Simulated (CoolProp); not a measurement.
Vapour-liquid equilibrium of R125 (1) + R245fa (2) at 0.0219 MPa; x and y are mole fractions of (1).

Values from CoolProp's multi-fluid Helmholtz-energy mixture model, Lemmon 2005 and Akasaka 2015; pair parameters Bell 2016.

```
x     bubble temperature (°C)  y at the bubble point  dew temperature at overall composition x (°C)  liquid density (mol/L)
----  -----------------------  ---------------------  ---------------------------------------------  ----------------------
0.05                    -31.9                  0.570                                          -18.9                   11.12
0.2                     -51.4                  0.902                                          -21.9                   11.69
0.35                    -59.9                  0.958                                          -25.4                   12.07
0.5                     -65.0                  0.978                                          -29.6                   12.40
0.65                    -68.7                  0.989                                          -35.0                   12.71
0.8                     -71.7                  0.995                                          -42.7                   13.01
0.95                    -74.2                  0.999                                          -58.3                   13.29
```

No azeotrope shows between x = 0.05 and 0.95.

Pair parameters are fitted to limited data, so mixtures are less certain than the pure fluids.
